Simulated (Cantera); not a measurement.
## Hydrocarbon pyrolysis for carbon deposition

An isothermal, constant-pressure homogeneous reactor starts with CH4 : N2 : H2O = 1 : 22 : 2.1 (molar parts), at 1825 K and 100000 Pa.

Detailed kinetics in Cantera: GRI-Mech 3.0 (53 species, 325 reactions).

| t (s) | x CH4 | x CH2 | x CH3 | x C2H6 | x C2H4 |
|---|---|---|---|---|---|
| 0.000500 | 0.0325 | 2.14e-6 | 0.00122 | 0.000158 | 0.00179 |
| 0.00172 | 0.0190 | 1.30e-6 | 0.000687 | 4.76e-5 | 0.000885 |
| 0.00595 | 0.00811 | 6.76e-7 | 0.000299 | 8.39e-6 | 0.000128 |
| 0.0205 | 0.00332 | 3.64e-7 | 0.000129 | 1.48e-6 | 3.56e-5 |
| 0.0707 | 0.00239 | 2.01e-7 | 8.23e-5 | 5.87e-7 | 2.24e-5 |
| 0.244 | 0.00152 | 8.49e-8 | 4.46e-5 | 1.71e-7 | 1.01e-5 |
| 0.841 | 0.000445 | 1.88e-8 | 1.19e-5 | 1.22e-8 | 1.12e-6 |
| 2.90 | 2.18e-6 | 8.53e-11 | 5.76e-8 | <1e-12 | 1.34e-10 |
| 10.0 | 2.36e-10 | <1e-12 | 6.25e-12 | <1e-12 | <1e-12 |
x: mole fraction; the columns are a selection and need not sum to one.

Equilibrium at this temperature and pressure: CH4 2.32e-10, CH2 <1e-12, CH3 6.13e-12, C2H6 <1e-12, C2H4 <1e-12 (gas phase only).
